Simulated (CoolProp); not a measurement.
Vapour-liquid equilibrium of acetone (1) + benzene (2) at 0.0501 MPa; x and y are mole fractions of (1).

Values from CoolProp's multi-fluid Helmholtz-energy mixture model, Lemmon 2006 and Thol 2012; pair parameters Bell 2016.

```csv
x,"bubble temperature, mixture model (°C)","bubble temperature, Raoult's law (°C)","y, mixture model","y, Raoult's law"
0.05,56.0,57.2,0.139,0.105
0.125,52.6,54.8,0.294,0.242
0.2,49.9,52.7,0.408,0.360
0.275,47.8,50.7,0.497,0.462
0.35,46.0,48.9,0.570,0.550
0.425,44.5,47.2,0.633,0.627
0.5,43.1,45.5,0.688,0.696
0.575,42.0,44.0,0.739,0.756
0.65,40.9,42.6,0.787,0.811
0.725,39.9,41.3,0.833,0.859
0.8,39.0,40.0,0.878,0.903
0.875,38.2,38.8,0.923,0.942
0.95,37.4,37.6,0.969,0.978
```

The largest gap from Raoult's law is -2.9 K in bubble temperature, at x = 0.275. No azeotrope shows between x = 0.05 and 0.95.

The pair parameters rest on a limited set of measurements; away from them the model extrapolates.
